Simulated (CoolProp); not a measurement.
Vapour-liquid equilibrium of R134a (1) + R245fa (2) at 0.611 bar; x and y are mole fractions of (1).

The numbers come from the multi-fluid Helmholtz-energy mixture model, Tillner-Roth 1994 and Akasaka 2015; pair parameters Akasaka 2014 in CoolProp.

| x | bubble temperature (K) | y at the bubble point | dew temperature at overall composition x (K) | liquid density (mol/L) |
|---|---|---|---|---|
| 0.05 | 271.7 | 0.220 | 275.2 | 10.61 |
| 0.2 | 261.3 | 0.597 | 272.1 | 11.14 |
| 0.35 | 254.0 | 0.775 | 268.6 | 11.63 |
| 0.5 | 248.4 | 0.871 | 264.5 | 12.10 |
| 0.65 | 244.1 | 0.929 | 259.4 | 12.58 |
| 0.8 | 240.5 | 0.967 | 252.7 | 13.08 |
| 0.95 | 237.5 | 0.993 | 242.2 | 13.61 |

No azeotrope shows between x = 0.05 and 0.95.

The pair parameters rest on a limited set of measurements; away from them the model extrapolates.
